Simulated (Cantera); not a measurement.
Input: 1 mol PH3, 3.2 mol O2, 2.1 mol H2, at 0.0825 Torr.

Method: chemical equilibrium by Gibbs-energy minimisation in Cantera with the NASA 1993 tables (ideal gas, pure condensed phases). Candidate condensed phases: H2O, P, P4O10; 17 gas species. Gases not in the tables: HPO2, HPO3 and P4O6. Kinetics and transport are ignored.

Task: At 2100 K, list the 4 most abundant gas species with their mole fractions, and the condensed phases.

Result: H2O 0.461, PO2 0.150, O2 0.104, H 0.0844. Condensed: gas only.
